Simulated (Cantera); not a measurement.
**Thermodynamics of carbon deposition, reforming and gasification, feed C2H5OH + H2 + N2**

A closed system holds: 1 mol C2H5OH, 47 mol H2, 19 mol N2, equilibrated at 10.0 mbar.

Equilibrium computed with Cantera from the NASA thermochemical tables; the gas is ideal and each condensed phase is pure. Candidate condensed phases: C, C6H6, C7H8, C8H18, H2O; 136 gas species. Equilibrium is a limit: real reactors are often held back by kinetics, nucleation or transport.

From 825 K to 1925 K the condensed part is C(graphite). The main C-bearing gas is CO throughout. The share of C in condensed phases is highest at 1225 K (49.6 %) and lowest at 1925 K (30.3 %).

```csv
T (K),x H2,x N2,x CO,x H,x HCN,x CH4,x H2O,n C(graphite)
825,0.708,0.273,0.0130,6.68e-11,7.58e-8,0.00454,0.00117,0.771
925,0.713,0.272,0.0141,2.20e-9,6.23e-7,0.00115,0.000150,0.930
1025,0.714,0.272,0.0143,3.68e-8,3.38e-6,0.000374,2.70e-5,0.975
1125,0.714,0.271,0.0143,3.75e-7,1.35e-5,0.000147,6.56e-6,0.989
1225,0.714,0.271,0.0143,2.63e-6,4.30e-5,6.70e-5,2.01e-6,0.992
1325,0.714,0.271,0.0143,1.38e-5,0.000115,3.42e-5,7.34e-7,0.989
1425,0.714,0.271,0.0143,5.76e-5,0.000267,1.92e-5,3.10e-7,0.979
1525,0.714,0.271,0.0143,0.000200,0.000553,1.16e-5,1.47e-7,0.959
1625,0.713,0.271,0.0143,0.000596,0.00105,7.48e-6,7.62e-8,0.921
1725,0.712,0.270,0.0143,0.00157,0.00184,5.06e-6,4.27e-8,0.858
1825,0.709,0.269,0.0143,0.00371,0.00303,3.57e-6,2.55e-8,0.758
1925,0.705,0.268,0.0142,0.00802,0.00471,2.59e-6,1.60e-8,0.607
```
x: gas mole fraction; n: condensed amount in mol.
